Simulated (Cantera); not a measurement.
## Low-pressure radical oxidation in H2/O2

A perfectly stirred reactor is fed with H2 : O2 = 0.017 : 1 (molar parts), at 0.0267 bar; it is held at 1425 K, and followed from long to short residence time.

Cantera simulation using GRI-Mech 3.0 (53 species, 325 reactions); the numbers are that mechanism's predictions, not measurements. Radical loss at walls, strong at low pressure, is not modelled.

```csv
τ (s),x H2,x O2,x H2O,x HO2,x O,x OH
0.48,4.35e-5,0.979,0.0162,5.70e-7,0.00321,0.00113
0.19,7.25e-5,0.977,0.0159,7.55e-7,0.00521,0.00144
0.073,0.000121,0.974,0.0156,9.46e-7,0.00782,0.00177
0.028,0.000204,0.972,0.0153,1.11e-6,0.0103,0.00208
0.011,0.000367,0.970,0.0149,1.24e-6,0.0119,0.00236
0.0043,0.000737,0.969,0.0143,1.37e-6,0.0124,0.00269
0.0017,0.00158,0.970,0.0131,1.52e-6,0.0117,0.00313
0.00065,0.00355,0.971,0.0109,1.64e-6,0.00977,0.00357
```
x: mole fraction; the columns are a selection and need not sum to one.
